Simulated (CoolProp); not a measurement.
Values from CoolProp's reference Helmholtz-energy equation of state, Guder 2009.

Q: For sulfur hexafluoride, give the phase and the viscosity (µPa s) at 625 K and 375 kPa.

A: 
- 625 K and 375 kPa: gas; viscosity 28.6

Viscosity comes from a separate model (Quiñones-Cisneros 2012).
